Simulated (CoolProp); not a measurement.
Vapour-liquid equilibrium of C2F6 (R116) (1) + R143a (2) at -76.65 °C; x and y are mole fractions of (1).

Model: multi-fluid Helmholtz-energy mixture model, Lemmon 2006 and Lemmon and Jacobsen 2000; pair parameters Bell 2016, in CoolProp.

```
x     bubble pressure, mixture model (MPa)  bubble pressure, Raoult's law (MPa)  y, mixture model  y, Raoult's law
----  ------------------------------------  -----------------------------------  ----------------  ---------------
0.05                               0.03719                              0.02416             0.490            0.226
0.2                                0.07141                              0.03762             0.762            0.582
0.35                               0.08770                              0.05108             0.823            0.750
0.5                                0.09535                              0.06454             0.849            0.848
0.65                               0.09999                              0.07801             0.868            0.912
0.8                                 0.1044                              0.09147             0.897            0.957
0.95                                0.1086                               0.1049             0.961            0.991
```

The largest gap from Raoult's law is +89.8 % in bubble pressure, at x = 0.2. No azeotrope shows between x = 0.05 and 0.95.

The pair parameters rest on a limited set of measurements; away from them the model extrapolates. With so large a gap from Raoult's law the liquid may split in two, which this calculation doesn't test in full.
